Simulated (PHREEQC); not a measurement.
# Acid rinse or clean

Dissolve 0.063 mol H2SO4, 4.2e-05 mol ZnSO4 and 0.24 mol MnSO4 per kg of water at 10 °C. Closed to the air; pH follows from the charge balance.

All values are PHREEQC results (ion-association model, phreeqc.dat), not measurements.

Each row changes one thing in this solution. No solid was allowed to form.

```
case                                             pH  ionic strength (mol/kgw)  SO4-2 (mol/kgw)  HSO4- (mol/kgw)  Zn+2 (mol/kgw)  ZnSO4 (mol/kgw)
---------------------------------------------  ----  ------------------------  ---------------  ---------------  --------------  ---------------
as made                                        1.46                     0.596            0.124           0.0810         1.55e-5          1.44e-5
diluted 2-fold with water                      1.67                     0.318           0.0693           0.0360         8.78e-6          7.72e-6
H2SO4 left out                                 6.53                     0.531            0.133                …         1.34e-5          1.47e-5
temperature from 10 to 35 °C                   1.56                     0.513           0.0989           0.0900         1.71e-5          1.57e-5
temperature from 10 to 85 °C                   1.87                     0.416           0.0658            0.108         2.13e-5          1.58e-5
MnSO4 replaced by KHSO4 at the same molality   0.91                     0.460           0.0783            0.206               …          1.42e-5
MnSO4 replaced by Li2SO4 at the same molality  1.53                     0.618            0.157           0.0871         1.26e-5          1.44e-5
```

**Question.** What belongs in the gaps?

**Answer.** 
- H2SO4 left out, HSO4- (mol/kgw): 7.92e-7
- MnSO4 replaced by KHSO4 at the same molality, Zn+2 (mol/kgw): 1.94e-5

Complexes and solids missing from the database can't appear. At this temperature some constants are extrapolated from 25 °C, and those without enthalpy data are left unchanged.
